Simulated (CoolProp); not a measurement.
Vapour-liquid equilibrium of cyclohexane (1) + o-xylene (2) at 467.2 K; x and y are mole fractions of (1).

Values from CoolProp's multi-fluid Helmholtz-energy mixture model, Zhou 2014 and Zhou 2012; pair parameters Bell 2016.

```
x     bubble pressure (kPa)  y at the bubble point  dew pressure at overall composition x (kPa)  liquid density (mol/L)
----  ---------------------  ---------------------  -------------------------------------------  ----------------------
0.05                  376.3                  0.173                                        335.8                   6.777
0.2                   532.2                  0.479                                        386.6                   6.808
0.35                  675.1                  0.645                                        454.0                   6.836
0.5                   806.9                  0.753                                        547.1                   6.861
0.65                  931.7                  0.836                                        680.7                   6.887
0.8                    1054                  0.908                                        874.6                   6.915
0.95                   1180                  0.977                                         1131                   6.948
```

No azeotrope shows between x = 0.05 and 0.95.

The pair parameters rest on a limited set of measurements; away from them the model extrapolates.
